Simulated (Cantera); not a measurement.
**Pyrogenic steam for wet oxidation**

An isothermal, constant-pressure homogeneous reactor starts with 18.0 % H2, 16.4 % O2, 65.6 % N2, at 1400 K and 0.190 bar.

Cantera simulation using the H2/O2 subset of GRI-Mech 3.0, which has no nitrogen chemistry; the numbers are that mechanism's predictions, not measurements. The temperature is held fixed by assumption; the heat of reaction is taken as removed at once.

```json
[
 {"t (s)": "0.000800", "x H2": "0.00919", "x O2": "0.0818", "x HO2": "1.18e-5", "x H2O": "0.175", "x O": "0.00860", "x OH": "0.00583", "x H": "0.0145"},
 {"t (s)": "0.00170", "x H2": "0.00307", "x O2": "0.0807", "x HO2": "9.87e-6", "x H2O": "0.191", "x O": "0.00257", "x OH": "0.00329", "x H": "0.00249"},
 {"t (s)": "0.00360", "x H2": "0.000650", "x O2": "0.0807", "x HO2": "5.09e-6", "x H2O": "0.196", "x O": "0.000524", "x OH": "0.00149", "x H": "0.000231"},
 {"t (s)": "0.00764", "x H2": "0.000130", "x O2": "0.0809", "x HO2": "1.60e-6", "x H2O": "0.198", "x O": "0.000105", "x OH": "0.000672", "x H": "2.08e-5"},
 {"t (s)": "0.0162", "x H2": "3.20e-5", "x O2": "0.0810", "x HO2": "4.77e-7", "x H2O": "0.198", "x O": "2.64e-5", "x OH": "0.000338", "x H": "2.61e-6"},
 {"t (s)": "0.0344", "x H2": "9.92e-6", "x O2": "0.0810", "x HO2": "1.67e-7", "x H2O": "0.198", "x O": "8.37e-6", "x OH": "0.000191", "x H": "4.63e-7"},
 {"t (s)": "0.0730", "x H2": "3.67e-6", "x O2": "0.0810", "x HO2": "7.45e-8", "x H2O": "0.198", "x O": "3.15e-6", "x OH": "0.000117", "x H": "1.06e-7"},
 {"t (s)": "0.155", "x H2": "1.61e-6", "x O2": "0.0811", "x HO2": "4.74e-8", "x H2O": "0.198", "x O": "1.39e-6", "x OH": "7.76e-5", "x H": "3.12e-8"},
 {"t (s)": "0.329", "x H2": "9.10e-7", "x O2": "0.0811", "x HO2": "4.16e-8", "x H2O": "0.198", "x O": "7.84e-7", "x OH": "5.83e-5", "x H": "1.34e-8"},
 {"t (s)": "0.697", "x H2": "7.40e-7", "x O2": "0.0811", "x HO2": "4.11e-8", "x H2O": "0.198", "x O": "6.34e-7", "x OH": "5.24e-5", "x H": "9.84e-9"},
 {"t (s)": "1.48", "x H2": "7.26e-7", "x O2": "0.0811", "x HO2": "4.11e-8", "x H2O": "0.198", "x O": "6.22e-7", "x OH": "5.19e-5", "x H": "9.58e-9"},
 {"t (s)": "3.14", "x H2": "7.26e-7", "x O2": "0.0811", "x HO2": "4.11e-8", "x H2O": "0.198", "x O": "6.22e-7", "x OH": "5.19e-5", "x H": "9.57e-9"},
 {"t (s)": "6.66", "x H2": "7.26e-7", "x O2": "0.0811", "x HO2": "4.11e-8", "x H2O": "0.198", "x O": "6.22e-7", "x OH": "5.19e-5", "x H": "9.57e-9"},
 {"t (s)": "14.1", "x H2": "7.26e-7", "x O2": "0.0811", "x HO2": "4.11e-8", "x H2O": "0.198", "x O": "6.22e-7", "x OH": "5.19e-5", "x H": "9.57e-9"},
 {"t (s)": "30.0", "x H2": "7.26e-7", "x O2": "0.0811", "x HO2": "4.11e-8", "x H2O": "0.198", "x O": "6.22e-7", "x OH": "5.19e-5", "x H": "9.57e-9"}
]
```
x: mole fraction; the columns are a selection and need not sum to one.

Equilibrium at this temperature and pressure: H2 7.26e-7, O2 0.0811, HO2 4.11e-8, H2O 0.198, O 6.22e-7, OH 5.19e-5, H 9.57e-9 (gas phase only).
